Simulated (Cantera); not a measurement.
A perfectly stirred reactor is fed with H2 : O2 : N2 = 1 : 0.658 : 7.89 (molar parts), equivalence ratio 0.76, at 1.01 bar; it is adiabatic with a 375 K inlet, and is followed from long to short residence time, starting on the burning branch (τ in s: 0.26, 0.099, 0.038, 0.015, 0.0057, 0.0022, 0.00084, 0.00033, 0.00013, 4.8e-05, 1.9e-05, 7.2e-06).

Computed with Cantera and the H2/O2 subset of GRI-Mech 3.0, which has no nitrogen chemistry.

**Question.** What does this change do: 0.35 parts H2O added?

**Answer.** 
```
quantity                                                                       before                                after
------------------------------------------------  -----------------------------------  -----------------------------------
blow-out, bracketed by the residence times tried  burning at 2.20 ms, out at 0.840 ms  burning at 2.20 ms, out at 0.840 ms
x(H2) at τ = 0.260 s                                                         0.000277                             0.000379
x(O2) at τ = 0.260 s                                                           0.0176                               0.0170
x(H2O2) at τ = 0.260 s                                                        5.51e-7                              6.49e-7
x(O) at τ = 0.260 s                                                           1.94e-5                              1.21e-5
x(H) at τ = 0.260 s                                                           1.25e-5                              9.88e-6
x(H2) at τ = 0.840 ms                                                           0.105                                0.101
x(O2) at τ = 0.840 ms                                                          0.0689                               0.0665
x(H2O2) at τ = 0.840 ms                                                        <1e-12                               <1e-12
x(O) at τ = 0.840 ms                                                           <1e-12                               <1e-12
x(H) at τ = 0.840 ms                                                           <1e-12                               <1e-12
```

**Question.** What does this change do: pressure from 1.01 bar to 7.60 bar?

**Answer.** 
```tsv
quantity	before	after
blow-out, bracketed by the residence times tried	burning at 2.20 ms, out at 0.840 ms	burning at 99.0 ms, out at 38.0 ms
x(H2) at τ = 0.260 s	0.000277	0.00156
x(O2) at τ = 0.260 s	0.0176	0.0182
x(H2O2) at τ = 0.260 s	5.51e-7	3.03e-6
x(O) at τ = 0.260 s	1.94e-5	3.57e-7
x(H) at τ = 0.260 s	1.25e-5	3.33e-7
x(H2) at τ = 0.840 ms	0.105	0.105
x(O2) at τ = 0.840 ms	0.0689	0.0689
x(H2O2) at τ = 0.840 ms	<1e-12	<1e-12
x(O) at τ = 0.840 ms	<1e-12	<1e-12
x(H) at τ = 0.840 ms	<1e-12	<1e-12
```
The hydrogen kinetics of GRI-Mech 3.0 are dated; newer H2 mechanisms differ, most at raised pressure.
